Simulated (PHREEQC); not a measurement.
Consider water at 20 °C with 0.016 mol HF and 0.019 mol NH4F per kg of water. Closed to the air; pH follows from the charge balance.

Model: ion-association model, phreeqc.dat, run in PHREEQC.

Each row changes one thing in this solution. No solid was allowed to form.

```tsv
case	pH	ionic strength (mol/kgw)	F- (mol/kgw)	HF (mol/kgw)	HF2- (mol/kgw)	NH3 (mol/kgw)
as made	3.19	0.0197	0.0187	0.0143	0.000986	1.01e-8
temperature from 20 to 25 °C	3.23	0.0197	0.0186	0.0143	0.00102	1.57e-8
0.036 mol/kgw LiOH added	11.22	0.0364	0.0350	2.41e-10	3.11e-11	0.0186
temperature from 20 to 15 °C	3.16	0.0198	0.0188	0.0143	0.000943	6.44e-9
NH4F replaced by (NH4)2CO3 at the same molality	…	0.0355	0.0160	7.36e-8	4.33e-9	…
```

Task: Complete the blanks.

Result: 
- NH4F replaced by (NH4)2CO3 at the same molality, pH: 8.39
- NH4F replaced by (NH4)2CO3 at the same molality, NH3 (mol/kgw): 0.00283

Complexes and solids missing from the database can't appear.
